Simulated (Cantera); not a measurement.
A perfectly stirred reactor is fed with CO : H₂ : O₂ : N₂ : H₂O = 1 : 0.37 : 0.825 : 3.1 : 1.4 (molar parts), equivalence ratio 0.83, at 1200 Torr; it is adiabatic with a 348 K inlet, and is followed from long to short residence time, starting on the burning branch (τ in s: 0.11, 0.04, 0.015, 0.0057, 0.0021, 0.00081, 0.00031, 0.00012, 4.4e-05, 1.6e-05).

Computed with Cantera and GRI-Mech 3.0 (53 species, 325 reactions).

Question: What does this change do: pressure from 1200 Torr to 420 Torr?

Answer: 
| quantity | before | after |
|---|---|---|
| blow-out, bracketed by the residence times tried | burning at 0.310 ms, out at 0.120 ms | burning at 0.310 ms, out at 0.120 ms |
| x(CO) at τ = 0.110 s | 0.00138 | 0.00362 |
| x(H₂) at τ = 0.110 s | 0.000511 | 0.00145 |
| x(O₂) at τ = 0.110 s | 0.0237 | 0.0249 |
| x(CO₂) at τ = 0.110 s | 0.165 | 0.162 |
| x(H₂O₂) at τ = 0.110 s | 1.27e-7 | 1.06e-7 |
| x(CO) at τ = 0.810 ms | 0.0178 | 0.0311 |
| x(H₂) at τ = 0.810 ms | 0.00571 | 0.0112 |
| x(O₂) at τ = 0.810 ms | 0.0332 | 0.0423 |
| x(CO₂) at τ = 0.810 ms | 0.146 | 0.130 |
| x(H₂O₂) at τ = 0.810 ms | 1.04e-6 | 1.51e-6 |
